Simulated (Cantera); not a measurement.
**Abatement and gas-phase synthesis: CS2 + O2 + N2**

Feed: 1 mol CS2, 2.7 mol O2, 11 mol N2, equilibrated at 13.3 mbar.

Cantera equilibrium calculation (NASA polynomials, part measured and part estimated; ideal gas, pure solids and liquids). Candidate condensed phases: C, S; 35 gas species. The numbers say what is thermodynamically allowed, not how fast it happens.

From 2627 °C to 3227 °C nothing is condensed. The main C-bearing gas is CO throughout.

| T (°C) | x N2 | x O | x S | x SO | x CO | x SO2 | x O2 | x NO |
|---|---|---|---|---|---|---|---|---|
| 2627 | 0.680 | 0.0998 | 0.0339 | 0.0639 | 0.0581 | 0.0260 | 0.0210 | 0.0124 |
| 2677 | 0.669 | 0.115 | 0.0411 | 0.0613 | 0.0580 | 0.0194 | 0.0195 | 0.0126 |
| 2727 | 0.659 | 0.130 | 0.0487 | 0.0572 | 0.0578 | 0.0140 | 0.0176 | 0.0126 |
| 2777 | 0.649 | 0.145 | 0.0564 | 0.0518 | 0.0575 | 0.00981 | 0.0156 | 0.0125 |
| 2827 | 0.640 | 0.159 | 0.0640 | 0.0458 | 0.0571 | 0.00665 | 0.0135 | 0.0122 |
| 2877 | 0.632 | 0.171 | 0.0712 | 0.0395 | 0.0567 | 0.00438 | 0.0114 | 0.0119 |
| 2927 | 0.625 | 0.182 | 0.0777 | 0.0333 | 0.0564 | 0.00282 | 0.00952 | 0.0114 |
| 2977 | 0.619 | 0.192 | 0.0834 | 0.0276 | 0.0561 | 0.00178 | 0.00783 | 0.0108 |
| 3027 | 0.615 | 0.200 | 0.0883 | 0.0226 | 0.0558 | 0.00111 | 0.00637 | 0.0102 |
| 3077 | 0.611 | 0.206 | 0.0924 | 0.0182 | 0.0555 | 0.000683 | 0.00515 | 0.00962 |
| 3127 | 0.607 | 0.212 | 0.0958 | 0.0146 | 0.0553 | 0.000419 | 0.00414 | 0.00902 |
| 3177 | 0.605 | 0.216 | 0.0984 | 0.0117 | 0.0551 | 0.000256 | 0.00332 | 0.00844 |
| 3227 | 0.603 | 0.220 | 0.101 | 0.00928 | 0.0550 | 0.000157 | 0.00265 | 0.00789 |
x: gas mole fraction; nothing condenses.
